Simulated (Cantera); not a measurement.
# Equilibrium for hydrogen reduction and annealing atmospheres: Ta₂O₅ + H₂

Charge: 1 mol Ta₂O₅, 1.7 mol H₂, held at 1.33 mbar.

Method: chemical equilibrium by Gibbs-energy minimisation in Cantera with the NASA 1993 tables (ideal gas, pure condensed phases). Candidate condensed phases: H₂O, Ta, Ta₂O₅; 12 gas species. Mutual solubility and eutectic melting of coexisting phases are not modelled. Condensed phases not in the tables: N, O or C dissolved in the metal. Rates play no part.

```csv
T (°C),x H₂,x H,x TaO₂,x H₂O,x TaO,x OH,x O,n Ta₂O₅(s),n Ta(s),n Ta₂O₅(l)
600,1.00,1.28e-9,<1e-12,1.22e-8,<1e-12,<1e-12,<1e-12,1.00,0,0
750,1.00,1.13e-7,<1e-12,2.97e-7,<1e-12,<1e-12,<1e-12,1.00,0,0
900,1.000,3.23e-6,<1e-12,3.09e-6,<1e-12,<1e-12,<1e-12,1.000,0,0
1050,1.000,4.34e-5,1.07e-11,1.84e-5,2.54e-12,1.16e-11,<1e-12,1.000,0,0
1200,1.000,0.000346,2.62e-9,7.53e-5,5.72e-10,6.79e-10,<1e-12,1.000,0,0
1350,0.998,0.00189,2.26e-7,0.000233,4.65e-8,1.85e-8,2.89e-11,1.000,0,0
1500,0.992,0.00776,8.95e-6,0.000588,1.77e-6,2.85e-7,1.74e-9,1.000,0.000397,0
1650,0.973,0.0254,0.000195,0.00125,3.77e-5,2.82e-6,5.51e-8,0.999,0.000760,0
1800,0.925,0.0693,0.00263,0.00228,0.000505,1.94e-5,1.04e-6,0,0,0.997
```
x: gas mole fraction; n: condensed amount in mol.

From 600 °C to 1350 °C the condensed part is Ta₂O₅(s). From 1500 °C to 1650 °C the condensed part is Ta(s) + Ta₂O₅(s). At 1800 °C the condensed part is Ta₂O₅(l).
